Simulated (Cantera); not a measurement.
A closed system holds: 1 mol SiH2Cl2, 12 mol O2, 2.2 mol H2O, at 1600 °C and 1.00 bar.

Cantera equilibrium calculation (NASA polynomials, part measured and part estimated; ideal gas, pure solids and liquids). Candidate condensed phases: H2O, Si, SiO2; 30 gas species. The tables hold silica as quartz up to 1696 K and as liquid above; real silica turns to tridymite and cristobalite and melts near 1996 K. Gases not in the tables: Si(OH)4. Kinetics and transport are ignored.

Base state: O2 0.717, H2O 0.151, HCl 0.116, Cl 0.0132, OH 0.00176, Cl2 0.000900, O 0.000200, ClO 0.000186 (mole fractions); condensed: SiO2(condensed).

Task: What changes in the equilibrium state with this change: SiH2Cl2 replaced by TEOS?

Result: 
```
species                 before    after
--------------------  --------  -------
H2O                      0.151    0.601
CO2                          0    0.391
CO                           0  0.00353
O2                       0.717  0.00222
HCl                      0.116        0
Cl                      0.0132        0
Cl2                   0.000900        0
ClO                   0.000186        0
HOCl                   4.02e-5        0
SiO2(condensed), mol      1.00    1.000
```
The feed counts by its element totals alone. Further candidate phases: C, C6H6, C7H8, C8H18, SiC.
